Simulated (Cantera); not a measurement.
Feed: 1 mol BN, 21 mol H2, at 1750 K and 7.00 mbar.

Cantera equilibrium calculation (NASA polynomials, part measured and part estimated; ideal gas, pure solids and liquids). Candidate condensed phases: B, BN; 15 gas species. Mutual solubility and eutectic melting of coexisting phases are not modelled. The tables' values for BH2 are old estimates; treat these amounts as uncertain. Equilibrium is a limit: real reactors are often held back by kinetics, nucleation or transport.

Base state: H2 0.997, H 0.00278, N2 0.000235, BH2 8.99e-5 (mole fractions); condensed: B(s) + BN(s).

Problem. What changes in the equilibrium state with this change: BN replaced by Si3N4?

Solution. 
```json
[
 {"species": "H2", "before": "0.997", "after": "0.910"},
 {"species": "N2", "before": "0.000235", "after": "0.0868"},
 {"species": "H", "before": "0.00278", "after": "0.00265"},
 {"species": "Si", "before": "0", "after": "0.000214"},
 {"species": "BH2", "before": "8.99e-5", "after": "0"},
 {"species": "SiH", "before": "0", "after": "2.26e-5"},
 {"species": "SiH2", "before": "0", "after": "1.90e-5"},
 {"species": "B(s), mol", "before": "0.00796", "after": "0"},
 {"species": "BN(s), mol", "before": "0.990", "after": "0"},
 {"species": "Si(l), mol", "before": "0", "after": "2.99"}
]
```
Gases not in the tables: Si2H6 and higher silanes. Further candidate phases: Si, Si3N4.
